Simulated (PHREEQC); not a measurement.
Dissolve 3.8 mol/kgw NaOH, 2.4 mol/kgw KCl and 7.5e-05 mol/kgw H4SiO4 at 35 °C. Closed to the air; pH follows from the charge balance.

The numbers come from PHREEQC with the Pitzer model, pitzer.dat.

Precipitation was switched off in this run.

What pH, density, activity of water does the model give?

pH 14.53; density 1.199 g/cm³; activity of water 0.755.

In brines, pH and single-ion activities rest on the MacInnes convention.
